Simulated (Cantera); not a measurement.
Charge: 1 mol PbO, 0.03 mol O₂, 6.1 mol H₂, equilibrated at 0.000680 bar.

Equilibrium computed with Cantera from the NASA thermochemical tables; the gas is ideal and each condensed phase is pure. Candidate condensed phases: H₂O, Pb, PbO, PbO₂, Pb₃O₄; 12 gas species. Equilibrium is a limit: real reactors are often held back by kinetics, nucleation or transport.

Question: Which condensed phases are stable at each of these points (T (K)): 600, 700, 800, 900, 1000, 1100, 1200, 1300, 1400?

Answer: 
| T (K) | condensed phases | Pb condensed (%) |
|---|---|---|
| 600 | Pb(s) | 100.0 |
| 700 | Pb(l) | 100.0 |
| 800 | Pb(l) | 99.9 |
| 900 | Pb(l) | 98.8 |
| 1000 | Pb(l) | 85.1 |
| 1100 | gas only | 0.0 |
| 1200 | gas only | 0.0 |
| 1300 | gas only | 0.0 |
| 1400 | gas only | 0.0 |

At 600 K the condensed part is Pb(s). From 700 K to 1000 K the condensed part is Pb(l). From 1100 K to 1400 K nothing is condensed.
